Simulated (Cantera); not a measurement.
# Equilibrium for silicon epitaxy and polysilicon growth: Si₂H₆ + Cl₂ + H₂ + HCl

Charge: 1 mol Si₂H₆, 0.48 mol Cl₂, 27 mol H₂, 0.77 mol HCl, equilibrated at 9300 Pa.

These are equilibrium values from Cantera (NASA tables, ideal gas, pure condensed phases), not measurements of a reactor. Candidate condensed phases: Si; 19 gas species. The feed counts by its element totals alone. The tables' values for SiCl₃ are old estimates; treat these amounts as uncertain. The numbers say what is thermodynamically allowed, not how fast it happens.

| T (K) | x H₂ | x HCl | x SiCl₂ | x SiCl₄ | x SiHCl₃ | x SiCl₃ | x SiH₂Cl₂ | x H | n Si(s) |
|---|---|---|---|---|---|---|---|---|---|
| 1200 | 0.959 | 0.0336 | 0.00278 | 0.00216 | 0.00167 | 0.000826 | 0.000170 | 6.34e-7 | 1.76 |
| 1250 | 0.955 | 0.0378 | 0.00376 | 0.00114 | 0.00102 | 0.000773 | 0.000125 | 1.55e-6 | 1.79 |
| 1300 | 0.953 | 0.0404 | 0.00456 | 0.000531 | 0.000571 | 0.000639 | 8.66e-5 | 3.54e-6 | 1.80 |
| 1350 | 0.952 | 0.0417 | 0.00514 | 0.000233 | 0.000304 | 0.000490 | 5.80e-5 | 7.63e-6 | 1.81 |
| 1400 | 0.952 | 0.0423 | 0.00554 | 0.000101 | 0.000162 | 0.000364 | 3.88e-5 | 1.56e-5 | 1.81 |
| 1450 | 0.951 | 0.0424 | 0.00583 | 4.53e-5 | 8.75e-5 | 0.000269 | 2.62e-5 | 3.02e-5 | 1.80 |
| 1500 | 0.951 | 0.0424 | 0.00606 | 2.10e-5 | 4.87e-5 | 0.000200 | 1.80e-5 | 5.63e-5 | 1.80 |
| 1550 | 0.951 | 0.0422 | 0.00625 | 1.01e-5 | 2.80e-5 | 0.000151 | 1.27e-5 | 0.000101 | 1.80 |
x: gas mole fraction; n: condensed amount in mol.

From 1200 K to 1550 K the condensed part is Si(s). The main Si-bearing gas is SiCl₂ throughout.
